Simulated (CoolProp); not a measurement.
Saturation properties of R236FA.

Values from CoolProp's reference Helmholtz-energy equation of state, Pan 2012.

```csv
T (K),p (bar),vapour Z,surface tension (mN/m),liquid viscosity (µPa s)
294.9,2.436,0.9139,9.98,298
300.8,2.968,0.9013,9.27,277
306.7,3.585,0.8874,8.57,257
312.6,4.296,0.8723,7.89,239
318.5,5.109,0.8559,7.21,222
324.4,6.033,0.8381,6.55,207
330.3,7.079,0.8188,5.90,192
336.1,8.235,0.7984,5.28,178
342,9.552,0.7758,4.66,165
347.9,11.02,0.7514,4.06,153
353.8,12.66,0.7248,3.47,141
359.7,14.47,0.6958,2.90,129
365.6,16.48,0.6639,2.36,118
```

It boils at 271.7 K under 1 atm.

Viscosity comes from a separate model (Huber 2003), an estimate that may be off by 10 % or more. Surface tension comes from a separate correlation (Mulero 2012).
